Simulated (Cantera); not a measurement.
An isothermal, constant-pressure homogeneous reactor starts with NH3 : N2 = 1 : 2.5 (molar parts), at 1950 K and 0.0263 atm.

Cantera simulation using the gas-phase N/H chemistry of the illustrative SiF4/NH3 mechanism in the Surface Chemkin manual (1991); the numbers are that mechanism's predictions, not measurements. Walls and surfaces, which speed up NH3 decomposition in real reactors, are not modelled.

One state of this run: x NH3 = 0.143; x N2H4 = 2.68e-9; x N2 = 0.690; x H = 0.000155; x H2 = 0.166; x N = 1.04e-6; x NH = 1.09e-5. x: mole fraction; the columns are a selection and need not sum to one.

Task: Which value of t (s) does it belong to?
A) 0.0116
B) 0.760
C) 0.000500
D) 17.6

Result: B, 0.760
